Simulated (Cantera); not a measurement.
**Pyrogenic steam for wet oxidation**

A perfectly stirred reactor is fed with H2 : O2 : N2 = 1.5 : 1 : 18 (molar parts), equivalence ratio 0.75, at 0.612 atm; it is held at 1175 K, and followed from long to short residence time.

Computed with Cantera and GRI-Mech 3.0 (53 species, 325 reactions). The temperature is held fixed by assumption; the heat of reaction is taken as removed at once.

| τ (s) | x H2 | x O2 | x O | x H2O2 | x H | x N2O | x H2O |
|---|---|---|---|---|---|---|---|
| 0.58 | 0.000192 | 0.0127 | 2.22e-5 | 3.69e-7 | 1.58e-5 | 2.57e-7 | 0.0757 |
| 0.29 | 0.000300 | 0.0128 | 3.58e-5 | 4.83e-7 | 3.14e-5 | 2.16e-7 | 0.0756 |
| 0.15 | 0.000456 | 0.0128 | 5.61e-5 | 6.04e-7 | 6.01e-5 | 1.81e-7 | 0.0754 |
| 0.073 | 0.000714 | 0.0129 | 9.06e-5 | 7.41e-7 | 0.000121 | 1.47e-7 | 0.0750 |
| 0.037 | 0.00108 | 0.0131 | 0.000141 | 8.62e-7 | 0.000233 | 1.21e-7 | 0.0746 |
| 0.018 | 0.00166 | 0.0134 | 0.000223 | 9.66e-7 | 0.000458 | 9.74e-8 | 0.0738 |
| 0.0091 | 0.00247 | 0.0138 | 0.000339 | 1.03e-6 | 0.000851 | 7.94e-8 | 0.0727 |
| 0.0046 | 0.00363 | 0.0144 | 0.000507 | 1.07e-6 | 0.00154 | 6.50e-8 | 0.0710 |
| 0.0023 | 0.00529 | 0.0154 | 0.000748 | 1.08e-6 | 0.00270 | 5.33e-8 | 0.0686 |
| 0.0011 | 0.00777 | 0.0168 | 0.00110 | 1.06e-6 | 0.00464 | 4.35e-8 | 0.0649 |
x: mole fraction; the columns are a selection and need not sum to one.
